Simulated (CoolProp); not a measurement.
Vapour-liquid equilibrium of R143a (1) + R134a (2) at -10.45 °C; x and y are mole fractions of (1).

Computed with CoolProp (multi-fluid Helmholtz-energy mixture model, Lemmon and Jacobsen 2000 and Tillner-Roth 1994; pair parameters Lemmon 2004).

```
x     bubble pressure (MPa)  y at the bubble point  dew pressure at overall composition x (MPa)  liquid density (mol/L)
----  ---------------------  ---------------------  -------------------------------------------  ----------------------
0.05                 0.2089                  0.100                                       0.2028                   13.00
0.15                 0.2327                  0.270                                       0.2154                   12.97
0.25                 0.2566                  0.410                                       0.2296                   12.93
0.35                 0.2807                  0.528                                       0.2458                   12.90
0.45                 0.3049                  0.628                                       0.2643                   12.86
0.55                 0.3293                  0.715                                       0.2858                   12.81
0.65                 0.3538                  0.791                                       0.3108                   12.77
0.75                 0.3786                  0.859                                       0.3402                   12.72
0.85                 0.4035                  0.919                                       0.3753                   12.67
0.95                 0.4287                  0.974                                       0.4173                   12.62
```

No azeotrope shows between x = 0.05 and 0.95.

The pair parameters rest on a limited set of measurements; away from them the model extrapolates.
